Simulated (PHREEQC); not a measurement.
**Reverse-osmosis permeate: speciation**

Model water analysis in mg/L, 25 °C, pH 6.35, pe 8.4:

```csv
constituent,mg/L
Na,2.16
K,0.725
Ca,9.34
Mg,0.684
Cl,13.5
S(6) as SO4,3.54
Alkalinity as HCO3,11.8
N(5) as NO3,0.00464
Sr,0.289
```

Valence states are taken as typed.

The numbers come from PHREEQC with the ion-association model, wateq4f.dat.

- ionic strength = 0.000940 mol/kgw
- charge-balance error = -0.5 %

```csv
species,molality,activity,log γ
Cl-,0.000381,0.000368,-0.015
Ca+2,0.000231,0.000202,-0.059
HCO3-,0.000193,0.000187,-0.015
CO2,0.000188,0.000188,0.000
Na+,9.39e-5,9.07e-5,-0.015
SO4-2,3.54e-5,3.09e-5,-0.060
Mg+2,2.79e-5,2.44e-5,-0.059
K+,1.85e-5,1.79e-5,-0.015
Sr+2,3.27e-6,2.86e-6,-0.059
CaSO4,1.24e-6,1.24e-6,0.000
CaHCO3+,4.97e-7,4.80e-7,-0.015
H+,4.62e-7,4.47e-7,-0.014
```

No solid was allowed to form.
